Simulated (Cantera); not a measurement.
A closed system holds: 1 mol HgO, 0.044 mol H2, at 16.0 mbar.

These are equilibrium values from Cantera (NASA tables, ideal gas, pure condensed phases), not measurements of a reactor. Candidate condensed phases: H2O, Hg, HgO; 10 gas species. Kinetics and transport are ignored.

Which condensed phases are stable at each of these points (T (°C)): 277, 352, 427, 502, 577, 652, 727, 802, 877, 952, 1027, 1102, 1177?


| T (°C) | condensed phases | Hg condensed (%) |
|---|---|---|
| 277 | HgO(s) | 94.9 |
| 352 | gas only | 0.0 |
| 427 | gas only | 0.0 |
| 502 | gas only | 0.0 |
| 577 | gas only | 0.0 |
| 652 | gas only | 0.0 |
| 727 | gas only | 0.0 |
| 802 | gas only | 0.0 |
| 877 | gas only | 0.0 |
| 952 | gas only | 0.0 |
| 1027 | gas only | 0.0 |
| 1102 | gas only | 0.0 |
| 1177 | gas only | 0.0 |

At 277 °C the condensed part is HgO(s). From 352 °C to 1177 °C nothing is condensed.
